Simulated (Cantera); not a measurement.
Feed: 1 mol PbO, 0.35 mol CO, 0.31 mol H2, equilibrated at 1498.15 K and 0.000540 bar.

Method: chemical equilibrium by Gibbs-energy minimisation in Cantera with the NASA 1993 tables (ideal gas, pure condensed phases). Candidate condensed phases: C, C6H6, C7H8, C8H18, H2O, Pb, PbO, PbO2, Pb3O4; 113 gas species. Gases not in the tables: (PbO)n polymers. The numbers say what is thermodynamically allowed, not how fast it happens.

Base state: Pb 0.411, CO2 0.208, PbO 0.185, H2O 0.185, O2 0.00898, CO 0.000451, OH 0.000312, H2 0.000155 (mole fractions); condensed: gas only.

Task: What changes in the equilibrium state with this change: H2 from 0.31 to 0.15 mol?

Result: 
| species | before | after |
|---|---|---|
| Pb | 0.411 | 0.374 |
| PbO | 0.185 | 0.277 |
| CO2 | 0.208 | 0.227 |
| H2O | 0.185 | 0.0974 |
| O2 | 0.00898 | 0.0243 |
| H2 | 0.000155 | 4.96e-5 |
| O | 1.61e-5 | 2.65e-5 |

Task: What changes in the equilibrium state with this change: H2 from 0.31 to 87 mol?

Result: 
| species | before | after |
|---|---|---|
| H2 | 0.000155 | 0.973 |
| Pb | 0.411 | 0.0113 |
| H2O | 0.185 | 0.0113 |
| CO2 | 0.208 | 1.77e-5 |
| PbO | 0.185 | 4.96e-8 |
| O2 | 0.00898 | <1e-9 |
| O | 1.61e-5 | <1e-9 |
| OH | 0.000312 | 2.41e-7 |
| H | 9.22e-6 | 0.000731 |
